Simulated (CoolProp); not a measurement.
Ethanol at 293.15 K and 11.6 MPa flows at 0.17 m/s in a round tube of 4.6 mm bore and 15 µm roughness, fully developed (64/Re and Nu = 3.66 if laminar; Colebrook and Gnielinski if turbulent). Each further row changes one setting.

The numbers come from the reference Helmholtz-energy equation of state, Schroeder 2014 in CoolProp.

```json
[
 {"case": "as stated", "Reynolds number": "490", "Darcy friction factor": "…", "pressure drop (Pa/m)": "328", "heat-transfer coefficient (W/(m² K))": "135", "mass flow (kg/h)": "8.13"},
 {"case": "velocity 0.34 m/s", "Reynolds number": "979", "Darcy friction factor": "0.0654", "pressure drop (Pa/m)": "…", "heat-transfer coefficient (W/(m² K))": "135", "mass flow (kg/h)": "16.3"},
 {"case": "diameter 9.2 mm", "Reynolds number": "979", "Darcy friction factor": "0.0654", "pressure drop (Pa/m)": "…", "heat-transfer coefficient (W/(m² K))": "67.7", "mass flow (kg/h)": "…"}
]
```

Fill in the missing entries.


- as stated, Darcy friction factor: 0.131
- velocity 0.34 m/s, pressure drop (Pa/m): 656
- diameter 9.2 mm, pressure drop (Pa/m): 82.0
- diameter 9.2 mm, mass flow (kg/h): 32.5

Viscosity comes from a separate model (Kiselev 2005). Thermal conductivity comes from a separate model (Assael 2013).
